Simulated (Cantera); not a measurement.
Input (Python, Cantera):

```python
import numpy as np
import cantera as ct

gas = ct.Solution("gri30.yaml")


def delay(T, t_max=10):
    gas.TPX = T, 1000000, {'CH4': 1, 'O2': 1.67, 'N2': 6.27}
    reactor = ct.IdealGasConstPressureReactor(gas, clone=False)
    net = ct.ReactorNet([reactor])
    net.rtol, net.atol = 1e-8, 1e-16
    while net.time < t_max:
        t_old, T_old = net.time, reactor.T
        net.step()
        if reactor.T > T + 400:  # ignition: a rise of 400 K
            return t_old + (T + 400 - T_old) / (reactor.T - T_old) * (net.time - t_old)
    return np.nan


taus = []
for T in [1075, 1175, 1275, 1375, 1475, 1575]:
    taus.append(delay(T))
    print(f"T0 = {T:6g} K   tau = {taus[-1]:.4e} s")
```

Result:

```
T0 =   1075 K   tau = 2.7278e-02 s
T0 =   1175 K   tau = 7.0743e-03 s
T0 =   1275 K   tau = 2.1256e-03 s
T0 =   1375 K   tau = 7.0890e-04 s
T0 =   1475 K   tau = 2.5737e-04 s
T0 =   1575 K   tau = 1.0076e-04 s
```

Cantera simulation using GRI-Mech 3.0 (53 species, 325 reactions); the numbers are that mechanism's predictions, not measurements.
